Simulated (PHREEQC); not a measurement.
Consider water at 25 °C with 0.00022 mol MgSO4, 0.056 mol HCl and 0.00033 mol Na2SO4 per kg of water. Closed to the air; pH follows from the charge balance.

Model: ion-association model, phreeqc.dat, run in PHREEQC.

### Question
The ionic strength comes out as 0.0571 mol/kgw. What activity coefficients do SO4-2, Mg+2, H+, HSO4-, Na+ get?

### Answer
SO4-2 0.44, Mg+2 0.47, H+ 0.85, HSO4- 0.81, Na+ 0.82.

This is a speciation only: nothing precipitates in the calculation. Complexes and solids missing from the database can't appear.
